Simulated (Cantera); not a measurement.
## Equilibrium for thermal oxidation and active oxidation of silicon: Si + CO2 + N2

Input: 1 mol Si, 0.011 mol CO2, 21 mol N2, at 0.0133 bar.

Cantera equilibrium calculation (NASA polynomials, part measured and part estimated; ideal gas, pure solids and liquids). Candidate condensed phases: C, Si, SiC, SiO2, Si2N2O, Si3N4; 34 gas species. N2 is the only nitrogen source here; it is nearly inert below about 1500 K, so the nitride shown seldom forms there in practice. Mutual solubility and eutectic melting of coexisting phases are not modelled. The tables' values for SiN are old estimates; treat these amounts as uncertain. The numbers say what is thermodynamically allowed, not how fast it happens.

From 1148 K to 1348 K the condensed part is C(graphite) + Si2N2O(s) + Si3N4(s). At 1448 K the condensed part is SiC(s) + Si2N2O(s) + Si3N4(s). At 1548 K the condensed part is Si2N2O(s) + Si3N4(s). At 1648 K the condensed part is Si3N4(s). At 1748 K the condensed part is SiC(s) + Si3N4(s). From 1848 K to 1948 K the condensed part is Si(l) + SiC(s).

```tsv
T (K)	log p N2	log p Si	log p SiO	log p CO	log p Si2N	log p SiN	log p Si2C	n C(graphite)	n Si2N2O(s)	n Si3N4(s)	n SiC(s)	n Si(l)
1148	-1.88	<-13	-13.08	-8.18	<-13	<-13	<-13	0.0110	0.0220	0.319	0	0
1248	-1.88	<-13	-10.96	-6.98	<-13	<-13	<-13	0.0108	0.0218	0.319	0	0
1348	-1.88	-12.32	-9.15	-5.96	<-13	-12.84	<-13	0.00933	0.0203	0.320	0	0
1448	-1.88	-10.47	-7.60	-5.37	-12.99	-11.20	-13.48	0	0.0155	0.321	0.00455	0
1548	-1.88	-8.87	-6.26	-5.14	-10.95	-9.78	-11.65	0	0.0102	0.326	0	0
1648	-1.88	-7.46	-5.14	-5.14	-9.16	-8.53	-10.19	0	0	0.330	0	0
1748	-1.88	-6.21	-4.99	-5.37	-7.57	-7.43	-8.31	0	0	0.326	0.00453	0
1848	-1.88	-5.20	-4.91	-5.77	-6.37	-6.55	-7.07	0	0	0	0.00816	0.960
1948	-1.88	-4.63	-4.95	-5.56	-5.96	-6.10	-6.29	0	0	0	0.00584	0.933
```
log p: log10 of the partial pressure in bar; n: condensed amount in mol.
